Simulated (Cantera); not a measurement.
Feed: 1 mol Si, 0.69 mol O₂, 97 mol N₂, held at 0.0100 bar.

Method: chemical equilibrium by Gibbs-energy minimisation in Cantera with the NASA 1993 tables (ideal gas, pure condensed phases). Candidate condensed phases: Si, SiO₂, Si₂N₂O, Si₃N₄; 16 gas species. The tables hold silica as quartz up to 1696 K and as liquid above; real silica turns to tridymite and cristobalite and melts near 1996 K. Kinetics and transport are ignored.

Q: Which condensed phases are stable at each of these points (T (K)): 1823, 1873, 1923, 1973, 2023, 2073, 2123, 2173, 2223, 2273?

A: 
| T (K) | condensed phases | Si condensed (%) |
|---|---|---|
| 1823 | SiO₂(condensed) | 38.0 |
| 1873 | SiO₂(condensed) | 38.0 |
| 1923 | SiO₂(condensed) | 37.8 |
| 1973 | SiO₂(condensed) | 37.4 |
| 2023 | SiO₂(l) | 35.6 |
| 2073 | SiO₂(l) | 28.1 |
| 2123 | SiO₂(l) | 3.7 |
| 2173 | gas only | 0.0 |
| 2223 | gas only | 0.0 |
| 2273 | gas only | 0.0 |

From 1823 K to 1973 K the condensed part is SiO₂(condensed). From 2023 K to 2123 K the condensed part is SiO₂(l). From 2173 K to 2273 K nothing is condensed.
